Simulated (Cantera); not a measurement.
Charge: 1 mol BF₃, 1.4 mol H₂O, equilibrated at 1898 K and 0.160 bar.

These are equilibrium values from Cantera (NASA tables, ideal gas, pure condensed phases), not measurements of a reactor. Candidate condensed phases: B, B₂O₃, B₃O₃H₃, H₂O; 43 gas species. The tables' values for BF₂ are old estimates; treat these amounts as uncertain. Kinetics and transport are ignored.

Base state: HF 0.579, BOF 0.257, H₂O 0.118, BF₃ 0.0211, HBO₂ 0.0207, H₂ 0.00153, O₂ 0.000614, OH 0.000484 (mole fractions); condensed: gas only.

Q: What changes in the equilibrium state with this change: H₂O from 1.4 to 9.3 mol?

A: 
| species | before | after |
|---|---|---|
| H₂O | 0.118 | 0.679 |
| HF | 0.579 | 0.225 |
| HBO₂ | 0.0207 | 0.0475 |
| BOF | 0.257 | 0.0399 |
| BF₃ | 0.0211 | 8.56e-5 |
| B₃O₃F₃ | 1.38e-5 | 5.13e-8 |
| BF₂ | 1.67e-5 | 3.11e-7 |
| BOF₂ | 6.43e-5 | 2.17e-6 |
| O₂ | 0.000614 | 0.00202 |
| OH | 0.000484 | 0.00156 |

Q: What changes in the equilibrium state with this change: 0.39 mol NH₃ added?

A: 
```
species    before    after
-------  --------  -------
HF          0.579    0.473
BOF         0.257    0.211
H₂        0.00153    0.141
N₂              0   0.0473
BF₃        0.0211   0.0144
H₂O         0.118   0.0947
HBO₂       0.0207   0.0166
O₂       0.000614  4.60e-8
O         1.82e-5  1.57e-7
HBO       1.02e-6  9.49e-5
BHF₂      3.27e-7  2.53e-5
BOF₂      6.43e-5  4.47e-6
```
Further candidate phases: BN.
